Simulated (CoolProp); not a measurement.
A Linde-Hampson liquefier for ethane: isothermal reversible compression at 320 K from 1 atm to 40 MPa, throttling to 1 atm, return gas leaving the recuperator 5 K below the feed. Each further row changes one setting.

Values from CoolProp's reference Helmholtz-energy equation of state, Bücker 2006.

```
case                        liquid yield per pass  compression work (kJ/kg of gas)
--------------------------  ---------------------  -------------------------------
as stated                                   0.454                              414
high pressure 80 MPa                        0.402                              499
warm-end temperature 350 K                  0.384                              482
warm-end gap 10 K                           0.446                              414
```
